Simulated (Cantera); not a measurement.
Charge: 1 mol Si2H6, 0.41 mol CO2, 0.27 mol H2, equilibrated at 0.100 bar.

These are equilibrium values from Cantera (NASA tables, ideal gas, pure condensed phases), not measurements of a reactor. Candidate condensed phases: C, C6H6, C7H8, C8H18, H2O, Si, SiC, SiO2; 123 gas species. The feed counts by its element totals alone. Mutual solubility and eutectic melting of coexisting phases are not modelled. The tables hold silica as quartz up to 1696 K and as liquid above; real silica turns to tridymite and cristobalite and melts near 1996 K. Gases not in the tables: Si2H6 and higher silanes. The numbers say what is thermodynamically allowed, not how fast it happens.

x: gas mole fraction; n: condensed amount in mol.

```csv
T (°C),x H2,x SiO,x CO,x H,x Si,x SiH,x SiH2,n Si(s),n SiC(s),n SiO2(β-quartz),n Si(l)
875,1.000,1.12e-6,5.81e-9,2.27e-7,1.83e-12,1.23e-11,3.97e-9,1.18,0.410,0.410,0
950,1.000,1.03e-5,8.19e-8,9.51e-7,3.22e-11,1.32e-10,1.87e-8,1.18,0.410,0.410,0
1025,1.000,___,___,___,___,___,___,1.18,0.410,0.410,0
1100,1.000,0.000411,6.75e-6,1.05e-5,3.88e-9,6.97e-9,2.50e-7,1.18,0.410,0.409,0
1175,0.998,0.00194,4.33e-5,2.91e-5,2.92e-8,3.70e-8,7.47e-7,1.18,0.410,0.407,0
1250,0.992,0.00782,0.000230,7.28e-5,1.80e-7,1.66e-7,1.99e-6,1.17,0.409,0.397,0
1325,0.971,0.0276,0.00104,0.000166,9.35e-7,6.40e-7,4.75e-6,1.14,0.406,0.362,0
1400,0.909,0.0864,0.00412,0.000343,4.18e-6,2.13e-6,1.00e-5,1.05,0.395,0.247,0
1475,0.799,0.186,0.0139,0.000646,1.46e-5,5.48e-6,1.64e-5,0,0.353,0,0.884
1550,0.798,0.179,0.0215,0.00122,4.42e-5,1.33e-5,2.80e-5,0,0.322,0,0.946
1625,0.797,0.169,___,___,___,___,___,0,___,0,___
1700,0.796,0.156,0.0439,0.00381,0.000316,6.44e-5,7.23e-5,0,0.230,0,1.13
1775,0.793,0.142,0.0580,0.00631,0.000756,0.000129,0.000110,0,0.172,0,1.24
1850,0.789,0.126,0.0732,0.0101,0.00170,0.000247,0.000162,0,0.108,0,1.36
```

Complete the blanks.


- 1025, x SiO: 7.25e-5
- 1025, x CO: 8.46e-7
- 1025, x H: 3.39e-6
- 1025, x Si: 4.06e-10
- 1025, x SiH: 1.08e-9
- 1025, x SiH2: 7.39e-8
- 1625, x CO: 0.0315
- 1625, x H: 0.00221
- 1625, x Si: 0.000123
- 1625, x SiH: 3.03e-5
- 1625, x SiH2: 4.59e-5
- 1625, n SiC(s): 0.281
- 1625, n Si(l): 1.03
